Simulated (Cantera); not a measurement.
**Pyrogenic steam for wet oxidation**

An isothermal, constant-pressure homogeneous reactor starts with 38.8 % H2, 27.7 % O2, 33.3 % N2, 0.224 % H2O, equivalence ratio 0.70, at 1050 K and 0.940 bar.

Model: the H2/O2 subset of GRI-Mech 3.0, which has no nitrogen chemistry, integrated in Cantera. The temperature is held fixed by assumption; the heat of reaction is taken as removed at once.

| t (s) | x H2 | x O2 | x HO2 | x OH | x O | x H2O | x H |
|---|---|---|---|---|---|---|---|
| 9.00e-6 | 0.388 | 0.277 | 5.16e-9 | 2.72e-10 | 7.05e-10 | 0.00224 | 4.63e-9 |
| 3.85e-5 | 0.388 | 0.277 | 1.13e-6 | 7.07e-8 | 1.85e-7 | 0.00225 | 1.17e-6 |
| 0.000165 | 0.104 | 0.149 | 0.000339 | 8.95e-5 | 7.31e-5 | 0.355 | 0.000213 |
| 0.000707 | 0.100 | 0.148 | 0.000142 | 1.04e-6 | 9.81e-7 | 0.360 | 2.95e-6 |
| 0.00303 | 0.0941 | 0.145 | 0.000177 | 2.10e-6 | 1.74e-6 | 0.367 | 5.20e-6 |
| 0.0130 | 0.0633 | 0.131 | 0.000161 | 2.49e-6 | 1.77e-6 | 0.405 | 4.26e-6 |
| 0.0555 | 0.0138 | 0.109 | 7.78e-5 | 1.94e-6 | 8.77e-7 | 0.467 | 8.63e-7 |
| 0.238 | 0.000746 | 0.103 | 9.93e-6 | 5.04e-7 | 3.71e-8 | 0.483 | 1.38e-8 |
| 1.02 | 5.20e-5 | 0.103 | 1.13e-6 | 1.32e-7 | 9.70e-10 | 0.484 | 3.13e-10 |
| 4.36 | 2.46e-7 | 0.103 | 1.79e-8 | 1.45e-7 | 2.29e-11 | 0.484 | 2.36e-12 |
| 18.7 | 5.66e-10 | 0.103 | 2.54e-9 | 5.47e-7 | 2.23e-10 | 0.484 | <1e-12 |
| 80.0 | 5.66e-10 | 0.103 | 2.54e-9 | 5.47e-7 | 2.23e-10 | 0.484 | <1e-12 |
x: mole fraction; the columns are a selection and need not sum to one.

Equilibrium at this temperature and pressure: H2 5.66e-10, O2 0.103, HO2 2.54e-9, OH 5.47e-7, O 2.23e-10, H2O 0.484, H <1e-12 (gas phase only).
